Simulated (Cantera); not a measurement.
Input (Python, Cantera) and output of one run.

```python
import numpy as np
import cantera as ct

gas_names = """
    Cu CuO Cu2 H HNO HNO2 HNO3 HO2 H2 H2O H2O2 N NH NH2 NH3 NH2OH NO NO2 NO3 N2 N2H2 N2H4 N2O O OH O2 O3
""".split()
cond_names = """
    Cu(cr) Cu(L) CuO(s) CuO2H2(s) Cu2O(s) Cu2O(L) H2O(s) H2O(L)
""".split()


# ... load() reads the species with a 1 bar reference pressure and builds the phases ...
atoms = {
    'Cu2O': {'Cu': 2, 'O': 1},
    'H2': {'H': 2},
    'N2': {'N': 2},
}
top_T = {'CuO(s)': 1390}  # K; cautious upper limits of use, not melting points


# ... equilibrate(T, P, feed) seeds the gas with the atoms and calls Mixture.equilibrate('TP', solver="vcs", rtol=1e-11, max_steps=5000) ...
results = []
feed = {'Cu2O': 1, 'H2': 0.34, 'N2': 0.88}  # mol
T = 1125  # K
P = 13332.2  # Pa
mix = equilibrate(T, P, feed)
results.append((T, P, feed, dict(zip(mix.species_names, mix.species_moles))))
x = sorted(zip(gas.X, gas.species_names), reverse=True)
print(f"T = {T:g} K  P = {P:g} Pa  gas = {mix.phase_moles(0):.4g} mol")
print("   x: " + "  ".join(f"{s} {v:.3e}" for v, s in x if v > 1e-05))
print("   condensed (mol): " + ("  ".join(f"{mix.phase(i).name} {mix.phase_moles(i):.4g}"
      for i in range(1, mix.n_phases) if mix.phase_moles(i) > 1e-12) or "none"))
```

It prints:

```
T = 1125 K  P = 13332.2 Pa  gas = 1.22 mol
   x: N2 7.213e-01  H2O 2.787e-01
   condensed (mol): Cu(cr) 0.68  Cu2O(s) 0.66
```

Equilibrium computed with Cantera from the NASA thermochemical tables; the gas is ideal and each condensed phase is pure. Mutual solubility and eutectic melting of coexisting phases are not modelled.
